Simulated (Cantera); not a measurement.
A Cantera script and what it prints.

```python
import numpy as np
import cantera as ct

gas_names = """
    B BH BH2 BH3 BN BO BO2 B2 B2O B2O2 B2O3 B3O3H3 H HBO HBO2 HNO HNO2 HNO3 HO2 H2 H2O H2O2 H3B3O6 N NH
    NH2 NH3 NH2OH NO NO2 NO3 N2 N2H2 N2H4 N2O O OH O2 O3
""".split()
cond_names = """
    B(b) B(L) BN(s) B2O3(L) B3O3H3(cr) H2O(s) H2O(L)
""".split()


# ... load() reads the species with a 1 bar reference pressure and builds the phases ...
atoms = {
    'BN': {'B': 1, 'N': 1},
    'H2O': {'H': 2, 'O': 1},
    'H2': {'H': 2},
}
top_T = {'BN(s)': 3200}  # K; cautious upper limits of use, not melting points


# ... equilibrate(T, P, feed) seeds the gas with the atoms and calls Mixture.equilibrate('TP', solver="vcs", rtol=1e-11, max_steps=5000) ...
results = []
T = 1100  # K
P = 1333.22  # Pa
for m in [1.6, 2.1, 2.8, 3.8, 5.1, 6.8, 9.2, 12, 17, 22, 30, 41, 55]:
    feed = {'BN': 1, 'H2O': 5.6, 'H2': m}  # mol
    mix = equilibrate(T, P, feed)
    results.append((T, P, feed, dict(zip(mix.species_names, mix.species_moles))))

top = {s: max(r[3][s] / sum(r[3][g] for g in gas_names) for r in results) for s in gas_names}
cols = sorted((s for s in top if top[s] > 1e-05), key=lambda s: -top[s])[:9]
seen = [c for c in cond_names if any(r[3].get(c, 0) > 1e-12 for r in results)]
print("log10 of partial pressures in bar; condensed amounts in mol")
print(f"{'n(H2)':>10s}" + "".join(f"{s[:9]:>10s}" for s in cols + seen))
for T, P, feed, n in results:
    ng = sum(n[g] for g in gas_names)
    print(f"{feed['H2']:10.4g}" + "".join(f"{np.log10(max(n[s] / ng * P / 1e5, 1e-99)):10.3f}" for s in cols)
          + "".join(f"{n.get(c, 0):10.4g}" for c in seen))
```

Result:

```
log10 of partial pressures in bar; condensed amounts in mol
     n(H2)        H2       H2O        N2      HBO2    H3B3O6   B2O3(L)
       1.6    -2.270    -2.150    -3.063    -4.834    -4.983    0.4868
       2.1    -2.233    -2.178    -3.090    -4.847    -5.024    0.4869
       2.8    -2.191    -2.213    -3.126    -4.865    -5.078    0.4871
       3.8    -2.147    -2.259    -3.172    -4.888    -5.147    0.4873
       5.1    -2.105    -2.313    -3.225    -4.915    -5.227    0.4874
       6.8    -2.067    -2.374    -3.287    -4.946    -5.319    0.4876
       9.2    -2.031    -2.448    -3.361    -4.983    -5.430    0.4876
        12    -2.003    -2.521    -3.434    -5.019    -5.540    0.4876
        17    -1.972    -2.627    -3.540    -5.072    -5.699    0.4875
        22    -1.953    -2.712    -3.625    -5.115    -5.827    0.4872
        30    -1.934    -2.821    -3.734    -5.169    -5.990    0.4867
        41    -1.920    -2.937    -3.849    -5.227    -6.163    0.4859
        55    -1.909    -3.050    -3.962    -5.284    -6.333    0.4849
```

Equilibrium computed with Cantera from the NASA thermochemical tables; the gas is ideal and each condensed phase is pure. Gases not in the tables: H3BO3.
